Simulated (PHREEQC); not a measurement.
0.02 g of hydrous ferric oxide (600 m²/g; 0.2 weak and 0.005 strong sites per Fe, Dzombak-Morel constants, diffuse double layer) in 1 kg of water with 0.005 mol/kgw of an inert sodium salt, at 25 °C; the pH is set by adding NaOH or the inert anion's acid. Oxygen is held at 0.21 atm. The system is closed to CO2. Precipitation was switched off in this run.

Base run: PHREEQC, ion-association model, wateq4f.dat. Each further column changes one thing. The table gives surface charge σ (C/m²).

```csv
pH,base,background salt from 0.005 to 0.0005 mol/kgw,oxide from 0.02 to 0.1 g/kgw,0.00011 mol/kgw CuCl2 added
4,0.182,0.096,0.183,0.186
5,0.090,0.038,0.090,0.098
6,0.037,0.014,0.038,0.079
7,0.013,0.004,0.013,0.064
8,0.001,0.000,0.001,0.025
9,-0.009,-0.003,-0.009,0.006
10,-0.030,-0.012,-0.030,-0.004
11,-0.081,-0.049,-0.081,-0.022
12,-0.215,-0.198,-0.215,-0.103
```

 In at least one series the solution becomes supersaturated in solids that the run did not let form, among them Cu(OH)2, Atacamite. The database's constant for dissolved Cu(OH)2 is higher than later reviews accept.
